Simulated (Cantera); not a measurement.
Gas mixture: 100 % N2O, at 0.0138 atm, frozen composition.

Cantera's kinetic-theory transport with the Lennard-Jones parameters of GRI-Mech 3.0, ideal gas; thermal conductivity in the mixture-averaged form. The composition is frozen, though it would react at the higher temperatures.

D: mixture-averaged diffusion coefficient of that species in the mixture.

```json
[
 {"T (K)": "400", "ρ (kg/m³)": "0.0185", "cp (J/kg/K)": "970.3", "μ (µPa s)": "19.5", "λ (mW/m/K)": "25.5", "Pr": "0.741", "D (cm²/s) H2O": "21.1", "D (cm²/s) H2": "78.1", "D (cm²/s) H": "120"},
 {"T (K)": "500", "ρ (kg/m³)": "0.0148", "cp (J/kg/K)": "1043", "μ (µPa s)": "…", "λ (mW/m/K)": "…", "Pr": "0.740", "D (cm²/s) H2O": "…", "D (cm²/s) H2": "…", "D (cm²/s) H": "…"},
 {"T (K)": "600", "ρ (kg/m³)": "0.0124", "cp (J/kg/K)": "1101", "μ (µPa s)": "…", "λ (mW/m/K)": "…", "Pr": "0.739", "D (cm²/s) H2O": "…", "D (cm²/s) H2": "…", "D (cm²/s) H": "…"},
 {"T (K)": "700", "ρ (kg/m³)": "0.0106", "cp (J/kg/K)": "1150", "μ (µPa s)": "30.8", "λ (mW/m/K)": "47.9", "Pr": "0.739", "D (cm²/s) H2O": "61.7", "D (cm²/s) H2": "202", "D (cm²/s) H": "325"},
 {"T (K)": "800", "ρ (kg/m³)": "0.00926", "cp (J/kg/K)": "1192", "μ (µPa s)": "34.0", "λ (mW/m/K)": "54.9", "Pr": "0.739", "D (cm²/s) H2O": "78.9", "D (cm²/s) H2": "252", "D (cm²/s) H": "409"},
 {"T (K)": "900", "ρ (kg/m³)": "0.00823", "cp (J/kg/K)": "1227", "μ (µPa s)": "37.1", "λ (mW/m/K)": "61.5", "Pr": "0.740", "D (cm²/s) H2O": "97.7", "D (cm²/s) H2": "307", "D (cm²/s) H": "501"},
 {"T (K)": "1000", "ρ (kg/m³)": "0.00741", "cp (J/kg/K)": "1255", "μ (µPa s)": "40.0", "λ (mW/m/K)": "68.0", "Pr": "0.739", "D (cm²/s) H2O": "118", "D (cm²/s) H2": "366", "D (cm²/s) H": "599"},
 {"T (K)": "1100", "ρ (kg/m³)": "0.00674", "cp (J/kg/K)": "1275", "μ (µPa s)": "42.8", "λ (mW/m/K)": "74.1", "Pr": "0.736", "D (cm²/s) H2O": "140", "D (cm²/s) H2": "429", "D (cm²/s) H": "704"}
]
```

**Question.** Fill in the missing entries.

**Answer.** 
- 500, μ (µPa s): 23.6
- 500, λ (mW/m/K): 33.2
- 500, D (cm²/s) H2O: 32.7
- 500, D (cm²/s) H2: 114
- 500, D (cm²/s) H: 180
- 600, μ (µPa s): 27.3
- 600, λ (mW/m/K): 40.7
- 600, D (cm²/s) H2O: 46.3
- 600, D (cm²/s) H2: 156
- 600, D (cm²/s) H: 248
